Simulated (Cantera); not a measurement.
A closed system holds: 1 mol SiH4, 79 mol N2, 6.7 mol NH3, equilibrated at 1577 °C.

Method: chemical equilibrium by Gibbs-energy minimisation in Cantera with the NASA 1993 tables (ideal gas, pure condensed phases). Candidate condensed phases: Si, Si3N4; 18 gas species. The numbers say what is thermodynamically allowed, not how fast it happens.

### Question
Which condensed phases are stable at each of these points (P (Pa)): 5, 21, 85, 350, 1400, 5900, 24000, 100000?

### Answer
| P (Pa) | condensed phases | Si condensed (%) |
|---|---|---|
| 5 | gas only | 0.0 |
| 21 | gas only | 0.0 |
| 85 | Si(l) | 22.4 |
| 350 | Si(l) | 80.3 |
| 1400 | Si(l) | 94.6 |
| 5900 | Si3N4(s) | 99.3 |
| 24000 | Si3N4(s) | 99.9 |
| 100000 | Si3N4(s) | 100.0 |

From 5.00 Pa to 21.0 Pa nothing is condensed. From 85.0 Pa to 14.0 mbar the condensed part is Si(l). From 59.0 mbar to 1.00 bar the condensed part is Si3N4(s).
